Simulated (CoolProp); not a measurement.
R1234ze(E) at several states: Z from the reference equation and from simpler models built on Tc = 109.4 °C, pc = 3635 kPa, ω = 0.313; each cubic takes its own stable root.

The numbers come from the reference Helmholtz-energy equation of state, Thol 2016 in CoolProp.

```csv
T (°C),p (kPa),phase,reference,van der Waals,Redlich-Kwong,Soave-Redlich-Kwong,Peng-Robinson
16.15,16,gas,0.9959,0.9975,0.9967,0.9963,0.9961
-88.05,116,liquid,0.005844,0.009969,0.006708,0.006538,0.005817
-67.55,173,liquid,0.008128,0.01380,0.009317,0.009030,0.008021
-57.05,176,liquid,0.008017,0.9437,0.009193,0.008882,0.007883
114.95,1280,gas,0.8723,0.8890,0.8752,0.8765,0.8637
```

At some of these states van der Waals gives the other phase, because its saturation line lies elsewhere.
